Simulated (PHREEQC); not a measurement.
A PHREEQC input (ion-association model, phreeqc.dat):

```
SOLUTION 1
  temp 25
  units mg/L
  pH 5.66
  pe 8.2
  Na 0.889
  K 1.63e-09
  Ca 1.54
  Mg 0.164
  Cl 2.25
  S(6) 2.31 as SO4
  Alkalinity 0.959 as HCO3
  Si 0.0128 as SiO2
  B 0.0141
END
USE solution 4
EQUILIBRIUM_PHASES 1
  Quartz 0 0.5
  Gypsum 0 0
  CO2(g) -2.5 10
END
```

It stops with these messages:

```
ERROR: Solution 4 not found.
```

The fault: USE names a solution that was never defined. The line should read `USE solution 1` where the input has `USE solution 4`. With the mend the run ends at pH 5.58 and ionic strength 0.000199 mol/kgw.
